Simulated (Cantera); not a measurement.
Feed: 1 mol Cu, a varied amount of F2, 42 mol N2, held at 1173.15 K and 0.195 Torr.

Method: chemical equilibrium by Gibbs-energy minimisation in Cantera with the NASA 1993 tables (ideal gas, pure condensed phases). Candidate condensed phases: Cu, CuF2; 11 gas species. Equilibrium is a limit: real reactors are often held back by kinetics, nucleation or transport.

Problem. At 2.4 mol F2, list the 3 most abundant gas species with their mole fractions, and the condensed phases.

Solution. N2 0.917, F 0.0611, CuF2 0.0218. Condensed: gas only.
